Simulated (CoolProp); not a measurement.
The numbers come from the reference Helmholtz-energy equation of state, Lemmon 2006 in CoolProp. It is a short technical equation, of lower accuracy than the large ones.

Task: Give the vapour pressure (bar), liquid density (kg/m³), liquid conductivity (mW/(m K)) of saturated n-decane at 537.9, 548 K.

Result: 
| T (K) | p (bar) | liquid density (kg/m³) | liquid conductivity (mW/(m K)) |
|---|---|---|---|
| 537.9 | 6.49 | 505 | 79.5 |
| 548 | 7.66 | 491 | 78.1 |

Thermal conductivity comes from a separate model (Huber 2005).
